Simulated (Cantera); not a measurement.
An isothermal, constant-pressure homogeneous reactor starts with CH₄ : CO₂ = 1 : 0.35 (molar parts), at 2000 K and 13300 Pa.

Cantera simulation using GRI-Mech 3.0 (53 species, 325 reactions); the numbers are that mechanism's predictions, not measurements. GRI-Mech 3.0 stops at C3 and has no aromatics, soot or wall deposition, so with more carbon than oxygen in the feed, carbon stays in small species such as C2H2 where larger ones or solid carbon would form.

One state of this run: x CH₄ = 0.000399; x CO₂ = 5.79e-7; x H₂ = 0.617; x CO = 0.259; x HCO = 4.33e-8; x CH₂CO = 6.73e-8. x: mole fraction; the columns are a selection and need not sum to one.

Problem. Which value of t (s) does it belong to?
A) 20.0
B) 0.503
C) 5.04e-5
D) 0.0798

Solution. B, 0.503
